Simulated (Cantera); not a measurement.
Feed: 1 mol TiO₂, 10 mol H₂, equilibrated at 727 °C and 10000 Pa.

Method: chemical equilibrium by Gibbs-energy minimisation in Cantera with the NASA 1993 tables (ideal gas, pure condensed phases). Candidate condensed phases: H₂O, Ti, TiO, TiO₂, Ti₂O₃, Ti₃O₅, Ti₄O₇; 12 gas species. Condensed phases not in the tables: Magnéli phases beyond Ti₄O₇. The numbers say what is thermodynamically allowed, not how fast it happens.

Base state: H₂ 1.000, H₂O 7.40e-5 (mole fractions); condensed: TiO₂(rutile) + Ti₄O₇(s).

What changes in the equilibrium state with this change: temperature from 727 °C to 1277 °C?


| species | before | after |
|---|---|---|
| H₂ | 1.000 | 0.978 |
| H₂O | 7.40e-5 | 0.0224 |
| H | 7.18e-9 | 9.85e-5 |
| TiO₂(rutile), mol | 0.997 | 0.105 |
| Ti₄O₇(s), mol | 0.000740 | 0.224 |
Mutual solubility and eutectic melting of coexisting phases are not modelled.

What changes in the equilibrium state with this change: temperature from 727 °C to 1050 °C?


```json
[
 {"species": "H₂", "before": "1.000", "after": "0.996"},
 {"species": "H₂O", "before": "7.40e-5", "after": "0.00371"},
 {"species": "TiO₂(rutile), mol", "before": "0.997", "after": "0.852"},
 {"species": "Ti₄O₇(s), mol", "before": "0.000740", "after": "0.0371"}
]
```
Mutual solubility and eutectic melting of coexisting phases are not modelled.
